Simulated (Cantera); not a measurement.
A closed system holds: 1 mol Fe, a varied amount of H2O, 60 mol N2, equilibrated at 1248 K and 13.0 bar.

Method: chemical equilibrium by Gibbs-energy minimisation in Cantera with the NASA 1993 tables (ideal gas, pure condensed phases). Candidate condensed phases: Fe, FeO, Fe(OH)2, Fe(OH)3, Fe2O3, Fe3O4, H2O; 27 gas species. The tables' stoichiometric FeO is somewhat more stable than real wüstite, so its field is too wide. FeO: taken at fixed stoichiometry. Equilibrium is a limit: real reactors are often held back by kinetics, nucleation or transport.

### Question
At 1.9 mol H2O, list the 3 most abundant gas species with their mole fractions, and the condensed phases.

### Answer
N2 0.969, H2 0.0161, H2O 0.0145. Condensed: FeO(s).
